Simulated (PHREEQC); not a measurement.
Make-up at 25 °C: 0.014 mol HF, 5.9e-05 mol CsF, 0.012 mol (NH4)2SiF6 and 0.0036 mol H3PO4 per kg of water. Closed to the air; pH follows from the charge balance.

The numbers come from PHREEQC with the ion-association model, wateq4f.dat.

This is a speciation only: nothing precipitates in the calculation.

Q: Predict the pH.

A: pH 2.40.

Q: In which forms is F present?

A: SiF6-2 84 %, HF 13 %, F- 2.6 %, H2F2 0.7 % of the F.

H3PO4, which wateq4f.dat lacks, is added to it with the constant of phreeqc.dat. SiF6-2 is the database's only silicon fluoride.
